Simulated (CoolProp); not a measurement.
Vapour-liquid equilibrium of CH2F2 (R32) (1) + toluene (2) at 43.35 °C; x and y are mole fractions of (1).

The numbers come from the multi-fluid Helmholtz-energy mixture model, Tillner-Roth 1997 and Lemmon 2006; pair parameters Bell 2016 in CoolProp.

```json
[
 {"x": "0.05", "bubble pressure (bar)": "3.681", "y at the bubble point": "0.973", "dew pressure at overall composition x (bar)": "0.09675", "liquid density (mol/L)": "9.443"},
 {"x": "0.15", "bubble pressure (bar)": "9.613", "y at the bubble point": "0.988", "dew pressure at overall composition x (bar)": "0.1082", "liquid density (mol/L)": "10.02"},
 {"x": "0.25", "bubble pressure (bar)": "13.78", "y at the bubble point": "0.990", "dew pressure at overall composition x (bar)": "0.1227", "liquid density (mol/L)": "10.65"},
 {"x": "0.35", "bubble pressure (bar)": "16.39", "y at the bubble point": "0.991", "dew pressure at overall composition x (bar)": "0.1417", "liquid density (mol/L)": "11.34"},
 {"x": "0.45", "bubble pressure (bar)": "17.90", "y at the bubble point": "0.992", "dew pressure at overall composition x (bar)": "0.1677", "liquid density (mol/L)": "12.09"},
 {"x": "0.55", "bubble pressure (bar)": "18.84", "y at the bubble point": "0.992", "dew pressure at overall composition x (bar)": "0.2051", "liquid density (mol/L)": "12.89"},
 {"x": "0.65", "bubble pressure (bar)": "19.66", "y at the bubble point": "0.993", "dew pressure at overall composition x (bar)": "0.2641", "liquid density (mol/L)": "13.76"},
 {"x": "0.75", "bubble pressure (bar)": "20.73", "y at the bubble point": "0.993", "dew pressure at overall composition x (bar)": "0.3707", "liquid density (mol/L)": "14.68"},
 {"x": "0.85", "bubble pressure (bar)": "22.39", "y at the bubble point": "0.994", "dew pressure at overall composition x (bar)": "0.6217", "liquid density (mol/L)": "15.63"},
 {"x": "0.95", "bubble pressure (bar)": "25.01", "y at the bubble point": "0.997", "dew pressure at overall composition x (bar)": "1.928", "liquid density (mol/L)": "16.50"}
]
```

No azeotrope shows between x = 0.05 and 0.95.

The pair parameters rest on a limited set of measurements; away from them the model extrapolates. The gap from Raoult's law changes sign with composition, which may be real or a fault of the pair parameters; it wasn't checked against measurements. With so large a gap from Raoult's law the liquid may split in two, which this calculation doesn't test in full.
